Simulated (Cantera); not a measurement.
**Thermodynamics of oxide etching and cleaning by halides, feed MgO + NF3 + N2**

Input: 1 mol MgO, 5.3 mol NF3, 12 mol N2, held at 1525 °C and 1.30 mbar.

Equilibrium computed with Cantera from the NASA thermochemical tables; the gas is ideal and each condensed phase is pure. Candidate condensed phases: Mg, MgF2, MgO; 24 gas species. The numbers say what is thermodynamically allowed, not how fast it happens.

The x(N2) comes out as 0.487 and the x(F) is 0.462. The x(MgF2) comes out as 0.0333, the x(O2) is 0.0160 and the x(NO) comes out as 0.000895. The x(O) is 0.000419 and the x(F2) comes out as 4.04e-6. The gas amount is 30.06 mol. The log10 activity of MgF2(l) (absent) comes out as -1.93 and the log10 activity of Mg(l) (absent) comes out as -17.58.
